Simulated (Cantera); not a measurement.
Input: 1 mol MgO, 3.7 mol CO, 0.72 mol C, at 0.0133 bar.

Equilibrium computed with Cantera from the NASA thermochemical tables; the gas is ideal and each condensed phase is pure. Candidate condensed phases: C, Mg, MgCO₃, MgO; 15 gas species. The numbers say what is thermodynamically allowed, not how fast it happens.

x: gas mole fraction; n: condensed amount in mol.

| T (°C) | x CO | x Mg | x CO₂ | x MgO | x O | x Mg₂ | x O₂ | n C(graphite) | n MgO(s) |
|---|---|---|---|---|---|---|---|---|---|
| 827 | 0.999 | 4.16e-11 | 0.00117 | <1e-12 | <1e-12 | <1e-12 | <1e-12 | 0.724 | 1.00 |
| 902 | 1.000 | 3.30e-9 | 0.000361 | <1e-12 | <1e-12 | <1e-12 | <1e-12 | 0.721 | 1.00 |
| 977 | 1.000 | [?] | [?] | <1e-12 | <1e-12 | <1e-12 | <1e-12 | 0.720 | 1.000 |
| 1052 | 1.000 | 4.58e-6 | 5.15e-5 | <1e-12 | <1e-12 | <1e-12 | <1e-12 | 0.720 | 1.000 |
| 1127 | 1.000 | 9.43e-5 | 2.29e-5 | <1e-12 | <1e-12 | <1e-12 | <1e-12 | 0.720 | 1.000 |
| 1202 | 0.999 | 0.00142 | 1.10e-5 | 1.23e-12 | <1e-12 | 7.31e-12 | <1e-12 | 0.715 | 0.995 |
| 1277 | 0.983 | 0.0166 | 5.59e-6 | 1.64e-11 | <1e-12 | 8.80e-10 | <1e-12 | 0.657 | 0.937 |
| 1352 | 0.860 | 0.140 | [?] | [?] | <1e-12 | [?] | <1e-12 | 0 | 0.280 |
| 1427 | 0.860 | 0.140 | 1.28e-5 | 1.48e-9 | 3.43e-12 | 5.00e-8 | <1e-12 | 0 | 0.280 |
| 1502 | 0.860 | 0.140 | 4.94e-5 | 1.05e-8 | 6.53e-11 | 4.49e-8 | <1e-12 | 0 | 0.280 |
| 1577 | 0.860 | 0.140 | 0.000170 | 6.36e-8 | 9.75e-10 | 4.05e-8 | <1e-12 | 0 | 0.279 |
| 1652 | 0.859 | 0.141 | 0.000531 | 3.34e-7 | 1.18e-8 | 3.68e-8 | 1.36e-11 | 0 | 0.277 |
| 1727 | 0.857 | 0.141 | 0.00151 | 1.55e-6 | 1.17e-7 | 3.38e-8 | 4.06e-10 | 0 | 0.272 |
| 1802 | 0.853 | 0.143 | 0.00392 | 6.41e-6 | 9.72e-7 | 3.18e-8 | 9.27e-9 | 0 | 0.260 |

**Question.** Some entries are withheld; supply them.

**Answer.** 
- 1352, x CO₂: 2.93e-6
- 1352, x MgO: 1.73e-10
- 1352, x Mg₂: 5.60e-8
- 977, x Mg: 1.53e-7
- 977, x CO₂: 0.000128
